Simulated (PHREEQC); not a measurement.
Make-up at 70 °C: 0.059 mol/kgw FeSO4. Closed to the air; pH follows from the charge balance.

Equilibrium calculation in PHREEQC: ion-association model, wateq4f.dat.

| quantity | before | after |
|---|---|---|
| pH | 5.42 | 5.81 |
| ionic strength (mol/kgw) | 0.109 | 0.133 |
| FeSO4 (mol/kgw) | 0.0317 | 0.0257 |
| SO4-2 (mol/kgw) | 0.0273 | 0.0333 |
| Fe+2 (mol/kgw) | 0.0273 | 0.0333 |
| FeOH+ (mol/kgw) | 2.00e-5 | 4.72e-6 |
| SI of Melanterite (FeSO4:7H2O) | -2.25 | -1.72 |

**Question.** Which change was made?
A. FeSO4 from 0.059 to 0.59 mol/kgw
B. temperature from 70 to 50 °C
C. diluted 2-fold with water
D. temperature from 70 to 45 °C
E. temperature from 70 to 30 °C

**Answer.** E, temperature from 70 to 30 °C

No solid was allowed to form. At this temperature some constants are extrapolated from 25 °C, and those without enthalpy data are left unchanged.
